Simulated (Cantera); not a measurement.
A closed system holds: 1 mol (CH₃)₂SiCl₂, 1.6 mol H₂, held at 1973 K and 78.0 mbar.

Cantera equilibrium calculation (NASA polynomials, part measured and part estimated; ideal gas, pure solids and liquids). Candidate condensed phases: C, C₆H₆, C₇H₈, C₈H₁₈, Si, SiC; 109 gas species. The feed counts by its element totals alone. The tables' values for SiCl₃, SiCl are old estimates; treat these amounts as uncertain. Equilibrium is a limit: real reactors are often held back by kinetics, nucleation or transport.

Base state: H₂ 0.659, HCl 0.316, SiCl₂ 0.0186, H 0.00392, Cl 0.00141, SiCl₃ 0.000511, C₂H₂ (acetylene) 0.000422, SiCl 7.39e-5 (mole fractions); condensed: C(graphite) + SiC(s).

### Question
What changes in the equilibrium state with this change: pressure from 78.0 mbar to 0.133 bar?

### Answer
```tsv
species	before	after
H₂	0.659	0.660
HCl	0.316	0.316
SiCl₂	0.0186	0.0186
H	0.00392	0.00300
Cl	0.00141	0.00107
CH₄	1.55e-5	2.65e-5
Si	2.00e-5	1.17e-5
SiHCl₃	1.30e-5	2.22e-5
SiCl₄	1.68e-5	2.87e-5
C(graphite), mol	1.10	1.10
SiC(s), mol	0.892	0.891
```
